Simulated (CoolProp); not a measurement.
R11 along the isobar 10.9 MPa: fugacity coefficient from the reference equation and from simpler models built on Tc = 471.1 K, pc = 4.408 MPa, ω = 0.189; each cubic takes its own stable root.

Values from CoolProp's reference Helmholtz-energy equation of state, Jacobsen 1992.

| T (K) | phase | reference |
|---|---|---|
| 428.9 | liquid | 0.2172 |
| 434.9 | liquid | 0.2337 |
| 440.8 | liquid | 0.2504 |
| 446.7 | liquid | 0.2675 |
| 452.6 | liquid | 0.2850 |
| 458.5 | liquid | 0.3027 |
| 464.5 | liquid | 0.3211 |
| 470.4 | liquid | 0.3394 |
| 476.3 | supercritical | 0.3578 |
| 482.2 | supercritical | 0.3763 |
| 488.2 | supercritical | 0.3952 |
| 494.1 | supercritical | 0.4137 |
| 500 | supercritical | 0.4321 |

Task: How far does each simpler model (van der Waals, Peng-Robinson) lie from the reference over these 13 states: mean and median of the absolute difference, and the worst?

Result: 
- van der Waals: mean 20.1 %, median 18.4 %, worst +40.2 % at 428.9 K and 10.9 MPa
- Peng-Robinson: mean 2.2 %, median 2.2 %, worst -2.3 % at 428.9 K and 10.9 MPa
